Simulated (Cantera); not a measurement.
Cantera with NASA thermochemical tables; ideal gases at 1 bar, condensed phases pure. Values are per mole of reaction as written; species without (g) are pure solids or liquids, kept so even where they would boil at 1 bar.

2 Ti4O7 + 3 N2(g) ⇌ 8 TiO(g) + 6 NO(g)

```tsv
T (K)	ΔH° (kJ)	ΔS° (J/K)	ΔG° (kJ)	log10 K
798	7722.0	2030.1	6102.0	-399.41
898	___	___	___	___
998	___	___	___	___
1098	7668.1	1973.0	5501.8	-261.73
1198	___	___	___	___
1298	___	___	___	___
1398	7610.5	1926.6	4917.1	-183.72
```

**Question.** Fill in the missing entries.

**Answer.** 
- 898, ΔH° (kJ): 7704.6
- 898, ΔS° (J/K): 2009.5
- 898, ΔG° (kJ): 5900.0
- 898, log10 K: -343.18
- 998, ΔH° (kJ): 7686.6
- 998, ΔS° (J/K): 1990.5
- 998, ΔG° (kJ): 5700.0
- 998, log10 K: -298.33
- 1198, ΔH° (kJ): 7649.3
- 1198, ΔS° (J/K): 1956.5
- 1198, ΔG° (kJ): 5305.4
- 1198, log10 K: -231.32
- 1298, ΔH° (kJ): 7630.1
- 1298, ΔS° (J/K): 1941.1
- 1298, ΔG° (kJ): 5110.5
- 1298, log10 K: -205.66
